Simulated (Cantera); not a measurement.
A perfectly stirred reactor is fed with 41.7 % NH3, 58.3 % H2, at 248 Torr; it is held at 1950 K, and followed from long to short residence time.

Cantera simulation using the gas-phase N/H chemistry of the illustrative SiF4/NH3 mechanism in the Surface Chemkin manual (1991); the numbers are that mechanism's predictions, not measurements. Walls and surfaces, which speed up NH3 decomposition in real reactors, are not modelled.

x: mole fraction; the columns are a selection and need not sum to one.

```json
[
 {"τ (s)": "1.7", "x NH3": "0.0439", "x H2": "0.824", "x H": "0.000799", "x N2": "0.131", "x NH2": "0.000122", "x N2H2": "1.20e-7"},
 {"τ (s)": "0.47", "x NH3": "0.119", "x H2": "0.775", "x H": "0.000546", "x N2": "0.105", "x NH2": "0.000238", "x N2H2": "3.90e-7"},
 {"τ (s)": "0.13", "x NH3": "0.242", "x H2": "0.696", "x H": "0.000386", "x N2": "0.0616", "x NH2": "0.000383", "x N2H2": "9.21e-7"},
 {"τ (s)": "0.037", "x NH3": "0.344", "x H2": "0.629", "x H": "0.000309", "x N2": "0.0252", "x NH2": "0.000482", "x N2H2": "1.43e-6"},
 {"τ (s)": "0.010", "x NH3": "0.394", "x H2": "0.597", "x H": "0.000276", "x N2": "___", "x NH2": "0.000520", "x N2H2": "1.65e-6"},
 {"τ (s)": "0.0029", "x NH3": "0.410", "x H2": "0.587", "x H": "0.000256", "x N2": "0.00203", "x NH2": "0.000510", "x N2H2": "1.56e-6"},
 {"τ (s)": "0.00082", "x NH3": "0.415", "x H2": "0.584", "x H": "___", "x N2": "___", "x NH2": "___", "x N2H2": "___"}
]
```

Complete the blanks.


- 0.010, x N2: 0.00758
- 0.00082, x H: 0.000213
- 0.00082, x N2: 0.000368
- 0.00082, x NH2: 0.000432
- 0.00082, x N2H2: 1.03e-6
